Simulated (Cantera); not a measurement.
Charge: 1 mol CH₃OH, 0.26 mol O₂, 27 mol N₂, at 0.290 bar.

Method: chemical equilibrium by Gibbs-energy minimisation in Cantera with the NASA 1993 tables (ideal gas, pure condensed phases). Candidate condensed phases: C, C₆H₆, C₇H₈, C₈H₁₈, H₂O; 136 gas species. Rates play no part.

Q: At 2150 K, list the 5 most abundant gas species with their mole fractions, and the condensed phases.

A: N₂ 0.899, H₂ 0.0503, CO 0.0314, H₂O 0.0154, CO₂ 0.00188. Condensed: gas only.
